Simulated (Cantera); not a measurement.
A closed system holds: 1 mol V, 1.1 mol N₂O, 4.3 mol H₂.

Method: chemical equilibrium by Gibbs-energy minimisation in Cantera with the NASA 1993 tables (ideal gas, pure condensed phases). Candidate condensed phases: H₂O, V, VN, VO, V₂O₃, V₂O₄, V₂O₅; 28 gas species. Mutual solubility and eutectic melting of coexisting phases are not modelled. VN, VO: taken at fixed stoichiometry. Condensed phases not in the tables: the oxides between V₂O₃ and V₂O₅ other than VO₂, solid solutions among these carbides, nitrides and lower oxides, V₂N. Rates play no part.

Stable condensed phases, one row left out:

```
T in K \ P in Pa
            0.10    0.75     5.6      42     320    2400   18000  130000 1000000
   1573        A       A       A       A       A       A       A       B       B
   1523        A       A       A       A       A       A       A       B       B
   1473        A       A       A       A       A       A       B       B       B
   1423        A       A       A       A       A       A       B       B       B
   1323        A       A       A       A       A       B       B       B       B
   1273        A       A       A       A       B       B       B       B       B
   1223        A       A       A       A       B       B       B       B       B
   1173        A       A       A       B       B       B       B       B       B
   1123        A       A       A       B       B       B       B       B       B
```

A: VO + V₂O₃; B: VN + V₂O₃.

**Question.** Give the row for 1373 K.

**Answer.** 0.10: VO + V₂O₃; 0.75: VO + V₂O₃; 5.6: VO + V₂O₃; 42: VO + V₂O₃; 320: VO + V₂O₃; 2400: VN + V₂O₃; 18000: VN + V₂O₃; 130000: VN + V₂O₃; 1000000: VN + V₂O₃.
